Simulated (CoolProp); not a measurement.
The numbers come from the reference Helmholtz-energy equation of state, Lemmon 2006 in CoolProp. It is a short technical equation, of lower accuracy than the large ones.

Question: For acetone, give the phase and the Z, cp (kJ/(kg K)), cv (kJ/(kg K)), isothermal compressibility (1/MPa) at 459.2 K and 23.5 MPa; 459.2 K and 46.9 MPa.

Answer: 
- 459.2 K and 23.5 MPa: liquid; Z 0.562, cp 2.52, cv 1.87, isothermal compressibility 0.00375
- 459.2 K and 46.9 MPa: liquid; Z 1.05, cp 2.43, cv 1.87, isothermal compressibility 0.00217
